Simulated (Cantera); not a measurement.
A closed system holds: 1 mol MgO, 2.1 mol C, 19 mol H2, held at 1302 °C and 1.00 Torr.

Equilibrium computed with Cantera from the NASA thermochemical tables; the gas is ideal and each condensed phase is pure. Candidate condensed phases: C, C6H6, C7H8, C8H18, H2O, Mg, MgCO3, MgO, Mg(OH)2; 116 gas species. The tables' values for MgH are old estimates; treat these amounts as uncertain. Kinetics and transport are ignored.

Base state: H2 0.904, CO 0.0476, Mg 0.0476, H 0.00108, C2H2 (acetylene) 1.91e-5, MgH 1.84e-5 (mole fractions); condensed: C(graphite).

What changes in the equilibrium state with this change: pressure from 1.00 Torr to 0.0975 Torr?


| species | before | after |
|---|---|---|
| H2 | 0.904 | 0.901 |
| CO | 0.0476 | 0.0475 |
| Mg | 0.0476 | 0.0475 |
| H | 0.00108 | 0.00346 |
| MgH | 1.84e-5 | 5.75e-6 |
| C2H2 (acetylene) | 1.91e-5 | 1.90e-5 |
| C(graphite), mol | 1.10 | 1.10 |
